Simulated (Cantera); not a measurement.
Gas mixture: 100 % CO, at 0.0120 bar, frozen composition.

Cantera's kinetic-theory transport with the Lennard-Jones parameters of GRI-Mech 3.0, ideal gas; thermal conductivity in the multicomponent form.

One state of this run: ρ (kg/m³) = 0.00735; cp (J/kg/K) = 1074; μ (µPa s) = 27.4; λ (mW/m/K) = 41.0; Pr = 0.719; D (cm²/s) NO = 48.9; D (cm²/s) O = 76.7; D (cm²/s) N₂ = 49.7. D: mixture-averaged diffusion coefficient of that species in the mixture.

**Question.** Which value of T (K) does it belong to?
A) 400
B) 1300
C) 550
D) 850

**Answer.** C, 550
